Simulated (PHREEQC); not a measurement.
Make-up at 25 °C: 0.069 mol Na2SeO4, 0.11 mol NaOH and 0.00013 mol NaCl per kg of water. Closed to the air; pH follows from the charge balance.

The numbers come from PHREEQC with the ion-association model, wateq4f.dat.

Task: The ionic strength comes out as 0.317 mol/kgw. What activity coefficients do Cl-, Na+, SeO4-2, OH- get?

Result: Cl- 0.68, Na+ 0.72, SeO4-2 0.29, OH- 0.67.

This is a speciation only: nothing precipitates in the calculation.
